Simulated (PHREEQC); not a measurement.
Dissolve 0.0089 mol LiOH, 0.013 mol CO2 and 0.00049 mol Na2CO3 per kg of water at 25 °C. Closed to the air; pH follows from the charge balance.

All values are PHREEQC results (ion-association model, phreeqc.dat), not measurements.

Each row changes one thing in this solution. This is a speciation only: nothing precipitates in the calculation.

```
case                            pH  ionic strength (mol/kgw)  HCO3- (mol/kgw)  CO2 (mol/kgw)  CO3-2 (mol/kgw)  (CO2)2 (mol/kgw)
----------------------------  ----  ------------------------  ---------------  -------------  ---------------  ----------------
as made                       6.74                   0.00988          0.00987        0.00361          3.46e-6           2.40e-7
temperature from 25 to 65 °C  6.69                   0.00988          0.00987        0.00361          4.85e-6           6.88e-7
diluted 10-fold with water    6.77                  0.000988         0.000987       0.000361          3.05e-7           2.40e-9
Na2CO3 left out               6.65                   0.00890          0.00890        0.00410          2.45e-6           3.09e-7
temperature from 25 to 5 °C   6.91                   0.00988          0.00987        0.00361          2.99e-6           1.14e-7
LiOH left out                 5.23                  0.000986         0.000986         0.0125          8.79e-9           2.87e-6
```

Away from 25 °C the constants follow the database's enthalpies or fits; those with neither stay at their 25 °C values.
